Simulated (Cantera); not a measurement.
What does this Cantera script print?

```python
import numpy as np
import cantera as ct

gas = ct.Solution("gri30.yaml")
gas.TPX = 550, 1000000, {'CH4': 1, 'C2H6': 1.3, 'O2': 8.97, 'N2': 33.7}
flame = ct.FreeFlame(gas, width=0.008)
flame.set_refine_criteria(ratio=3, slope=0.08, curve=0.16)
flame.transport_model = "unity-Lewis-number"
flame.solve(loglevel=0, auto=True)
z, T = flame.grid, flame.T
thick = (T[-1] - T[0]) / np.gradient(T, z).max()
show = ['CH4', 'C2H6', 'O2', 'H2', 'H2O2', 'HCN']
print(f"laminar burning velocity  {flame.velocity[0] * 100:.3f} cm/s")
print(f"burnt temperature         {T[-1]:.1f} K")
print(f"thermal thickness         {thick * 1e3:.4f} mm")
print(f"grid points               {len(z)}")
z0 = z[flame.heat_release_rate.argmax()]
print(f"{'z/mm':>9s}{'T/K':>9s}{'u/(m/s)':>9s}" + "".join(f"{s:>11s}" for s in show))
rows = []
for k in (-3, -2, -1.5, -1, -0.5, -0.25, 0, 0.25, 0.5, 1, 2, 4, 8):
    zz = z0 + k * thick
    rows.append([k * thick, np.interp(zz, z, T), np.interp(zz, z, flame.velocity),
                 *(np.interp(zz, z, flame.X[gas.species_index(s)]) for s in show)])
    print(f"{rows[-1][0] * 1e3:9.3f}{rows[-1][1]:9.1f}{rows[-1][2]:9.3f}" + "".join(f"{x:11.3e}" for x in rows[-1][3:]))
```

Result:

```
laminar burning velocity  36.111 cm/s
burnt temperature         2105.4 K
thermal thickness         0.0687 mm
grid points               139
     z/mm      T/K  u/(m/s)        CH4       C2H6         O2         H2       H2O2        HCN
   -0.206    552.4    0.363  2.220e-02  2.885e-02  1.992e-01  1.245e-05  1.047e-06  6.433e-10
   -0.137    563.8    0.370  2.202e-02  2.856e-02  1.982e-01  7.157e-05  5.972e-06  3.697e-09
   -0.103    590.4    0.388  2.160e-02  2.790e-02  1.957e-01  2.106e-04  1.728e-05  1.088e-08
   -0.069    699.5    0.461  1.984e-02  2.511e-02  1.854e-01  7.899e-04  6.144e-05  4.080e-08
   -0.034   1081.1    0.720  1.338e-02  1.489e-02  1.475e-01  2.921e-03  1.746e-04  1.509e-07
   -0.017   1425.2    0.958  7.337e-03  5.748e-03  1.122e-01  4.820e-03  9.015e-05  2.563e-07
    0.000   1780.6    1.205  1.468e-03  2.382e-04  7.612e-02  4.615e-03  3.600e-06  3.755e-07
    0.017   1938.5    1.307  5.866e-05  2.961e-07  6.156e-02  2.026e-03  1.312e-06  2.295e-07
    0.034   2002.2    1.344  1.859e-06  2.819e-10  5.750e-02  1.252e-03  9.288e-07  8.446e-08
    0.069   2058.5    1.377  5.567e-09  5.288e-15  5.464e-02  6.793e-04  5.930e-07  1.523e-08
    0.137   2091.6    1.395  2.999e-12  7.440e-20  5.326e-02  2.804e-04  3.524e-07  1.698e-09
    0.275   2103.6    1.402  3.175e-13  6.775e-24  5.285e-02  1.332e-04  2.568e-07  1.797e-10
    0.549   2105.6    1.403  1.363e-13  9.293e-25  5.279e-02  1.106e-04  2.423e-07  4.368e-11
```

Cantera simulation using GRI-Mech 3.0 (53 species, 325 reactions); the numbers are that mechanism's predictions, not measurements. Unity Lewis numbers drop preferential diffusion, which matters most where H2 and H carry the flame. Burning velocities carry a grid error of a few per cent, more on coarse grids.
